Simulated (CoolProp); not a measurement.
R22 along the isobar 6.18 MPa: density (kg/m³) from the reference equation and from simpler models built on Tc = 96.1 °C, pc = 4.990 MPa, ω = 0.221; each cubic takes its own stable root.

Model: reference Helmholtz-energy equation of state, Kamei 1995, in CoolProp.

| T (°C) | phase | reference |
|---|---|---|
| 71.75 | liquid | 1017 |
| 85.05 | liquid | 929.9 |
| 98.35 | supercritical | 793.4 |
| 111.65 | supercritical | 420.6 |
| 124.95 | supercritical | 291.7 |
| 138.25 | supercritical | 246.0 |
| 151.55 | supercritical | 218.7 |
| 164.95 | supercritical | 199.5 |

Task: How far does each simpler model (Redlich-Kwong, Soave-Redlich-Kwong, Peng-Robinson) lie from the reference over these 8 states: mean and median of the absolute difference, and the worst?

Result: 
- Redlich-Kwong: mean 8.2 %, median 2.6 %, worst -18.8 % at 98.35 °C and 6.18 MPa
- Soave-Redlich-Kwong: mean 8.8 %, median 6.1 %, worst -19.4 % at 98.35 °C and 6.18 MPa
- Peng-Robinson: mean 3.8 %, median 2.1 %, worst -11.2 % at 98.35 °C and 6.18 MPa
